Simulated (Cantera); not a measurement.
N2O furnace oxynitridation

An isothermal, constant-pressure homogeneous reactor starts with N2O : H2 : N2 = 1 : 0.016 : 6.7 (molar parts), at 1375 K and 113 Torr.

Computed with Cantera and GRI-Mech 3.0 (53 species, 325 reactions). GRI-Mech 3.0 was tuned for natural gas; its chemistry of N2O as a main component is partial and can be far from experiment. The mechanism lacks the step 2 NO + O2 → 2 NO2, which can matter for NO2 below about 1400 K. The temperature is held fixed by assumption; the heat of reaction is taken as removed at once.

```
t (s)        x N2O      x H2      x O      x NO     x OH    x H2O2       x H
--------  --------  --------  -------  --------  -------  --------  --------
9.00e-5      0.130   0.00207  6.66e-6   7.47e-7  1.66e-6  1.51e-12   4.35e-7
0.000419     0.129   0.00203  1.17e-5   9.47e-6  1.83e-5  4.51e-10   2.90e-6
0.00195      0.129   0.00146  1.35e-5   7.75e-5  6.01e-5   8.09e-9   6.50e-6
0.00911      0.126  0.000221  1.69e-5  0.000346  4.19e-5   5.06e-9   8.67e-7
0.0424       0.118   1.86e-6  1.76e-5   0.00146  2.38e-5  9.84e-10   9.53e-8
0.198       0.0902   1.60e-7  1.70e-5   0.00584  2.51e-5  6.58e-10   1.05e-7
0.921       0.0274   1.91e-7  1.46e-5    0.0152  2.35e-5  5.42e-10   1.26e-7
4.29      0.000513   3.04e-8  1.80e-6    0.0184  8.28e-6  7.42e-11   7.06e-9
20.0       1.04e-7   6.88e-9  3.73e-7    0.0184  3.77e-6  1.61e-11  7.40e-10
```
x: mole fraction; the columns are a selection and need not sum to one.

Equilibrium at this temperature and pressure: N2O 9.95e-9, H2 6.33e-9, O 4.04e-7, NO 0.000367, OH 3.92e-6, H2O2 1.74e-11, H 7.09e-10 (gas phase only).
